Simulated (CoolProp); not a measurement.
Saturation properties of dodecamethylpentasiloxane (MD3M).

Model: reference Helmholtz-energy equation of state, Thol 2019, in CoolProp.

```json
[
 {"T (K)": "502.1", "p (MPa)": "[?]", "liquid density (kg/m³)": "655.2", "vapour density (kg/m³)": "10.23", "enthalpy of vaporisation (kJ/kg)": "110.8", "surface tension (mN/m)": "5.31"},
 {"T (K)": "509.5", "p (MPa)": "0.1173", "liquid density (kg/m³)": "645.6", "vapour density (kg/m³)": "[?]", "enthalpy of vaporisation (kJ/kg)": "107.9", "surface tension (mN/m)": "4.92"},
 {"T (K)": "516.9", "p (MPa)": "0.1380", "liquid density (kg/m³)": "635.8", "vapour density (kg/m³)": "14.27", "enthalpy of vaporisation (kJ/kg)": "105.0", "surface tension (mN/m)": "4.54"},
 {"T (K)": "524.3", "p (MPa)": "[?]", "liquid density (kg/m³)": "625.6", "vapour density (kg/m³)": "16.76", "enthalpy of vaporisation (kJ/kg)": "102.0", "surface tension (mN/m)": "4.17"},
 {"T (K)": "531.7", "p (MPa)": "0.1876", "liquid density (kg/m³)": "615.1", "vapour density (kg/m³)": "[?]", "enthalpy of vaporisation (kJ/kg)": "98.83", "surface tension (mN/m)": "3.80"},
 {"T (K)": "539.1", "p (MPa)": "0.2171", "liquid density (kg/m³)": "604.2", "vapour density (kg/m³)": "[?]", "enthalpy of vaporisation (kJ/kg)": "95.55", "surface tension (mN/m)": "3.44"},
 {"T (K)": "546.5", "p (MPa)": "0.2501", "liquid density (kg/m³)": "592.8", "vapour density (kg/m³)": "26.68", "enthalpy of vaporisation (kJ/kg)": "92.12", "surface tension (mN/m)": "3.08"},
 {"T (K)": "553.9", "p (MPa)": "0.2869", "liquid density (kg/m³)": "[?]", "vapour density (kg/m³)": "31.05", "enthalpy of vaporisation (kJ/kg)": "88.51", "surface tension (mN/m)": "2.74"},
 {"T (K)": "561.3", "p (MPa)": "0.3278", "liquid density (kg/m³)": "568.3", "vapour density (kg/m³)": "36.11", "enthalpy of vaporisation (kJ/kg)": "84.68", "surface tension (mN/m)": "2.40"},
 {"T (K)": "568.7", "p (MPa)": "0.3731", "liquid density (kg/m³)": "554.9", "vapour density (kg/m³)": "42.00", "enthalpy of vaporisation (kJ/kg)": "80.60", "surface tension (mN/m)": "2.07"},
 {"T (K)": "576.2", "p (MPa)": "0.4240", "liquid density (kg/m³)": "540.3", "vapour density (kg/m³)": "49.02", "enthalpy of vaporisation (kJ/kg)": "76.15", "surface tension (mN/m)": "1.75"},
 {"T (K)": "583.6", "p (MPa)": "0.4794", "liquid density (kg/m³)": "524.7", "vapour density (kg/m³)": "57.25", "enthalpy of vaporisation (kJ/kg)": "71.38", "surface tension (mN/m)": "1.45"},
 {"T (K)": "591", "p (MPa)": "0.5405", "liquid density (kg/m³)": "507.5", "vapour density (kg/m³)": "[?]", "enthalpy of vaporisation (kJ/kg)": "66.11", "surface tension (mN/m)": "[?]"}
]
```

Q: Some entries are withheld; supply them.

A: 
- 502.1, p (MPa): 0.09919
- 509.5, vapour density (kg/m³): 12.11
- 524.3, p (MPa): 0.1613
- 531.7, vapour density (kg/m³): 19.62
- 539.1, vapour density (kg/m³): 22.90
- 553.9, liquid density (kg/m³): 580.9
- 591, vapour density (kg/m³): 67.17
- 591, surface tension (mN/m): 1.15

It boils at 503.0 K under 1 atm.

Surface tension comes from a separate correlation (Mulero 2014), older than this fluid's equation and unchecked against measurements.
